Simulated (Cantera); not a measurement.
Input: 1 mol CsCl, 0.12 mol H2O, a varied amount of H2, held at 1775 K and 1.20e-6 bar.

Cantera equilibrium calculation (NASA polynomials, part measured and part estimated; ideal gas, pure solids and liquids). Candidate condensed phases: Cs, CsCl, CsOH, H2O; 22 gas species. The numbers say what is thermodynamically allowed, not how fast it happens.

x: gas mole fraction; nothing condenses.

| n(H2) (mol) | x H2 | x H | x Cs | x HCl | x CsCl | x Cl |
|---|---|---|---|---|---|---|
| 60 | 0.745 | 0.228 | 0.0105 | 0.00850 | 0.00389 | 0.00200 |
| 92 | 0.753 | 0.229 | (withheld) | (withheld) | (withheld) | (withheld) |
| 120 | 0.756 | 0.230 | 0.00601 | 0.00487 | 0.00127 | 0.00114 |
| 160 | 0.759 | 0.230 | (withheld) | (withheld) | (withheld) | (withheld) |
| 190 | 0.760 | 0.230 | 0.00404 | 0.00328 | 0.000573 | 0.000764 |
| 220 | 0.761 | 0.231 | 0.00355 | 0.00288 | 0.000441 | 0.000670 |
| 250 | 0.762 | 0.231 | 0.00316 | 0.00257 | 0.000351 | 0.000597 |
| 280 | 0.763 | 0.231 | 0.00286 | 0.00232 | 0.000285 | 0.000539 |
| 310 | 0.763 | 0.231 | 0.00260 | 0.00211 | 0.000237 | 0.000490 |
| 340 | 0.764 | 0.231 | 0.00239 | 0.00194 | 0.000200 | 0.000450 |
| 380 | 0.764 | 0.231 | 0.00216 | 0.00175 | 0.000162 | 0.000406 |

Q: What belongs in the gaps?

A: 
- 92, x Cs: 0.00749
- 92, x HCl: 0.00607
- 92, x CsCl: 0.00197
- 92, x Cl: 0.00142
- 160, x Cs: 0.00470
- 160, x HCl: 0.00381
- 160, x CsCl: 0.000775
- 160, x Cl: 0.000888
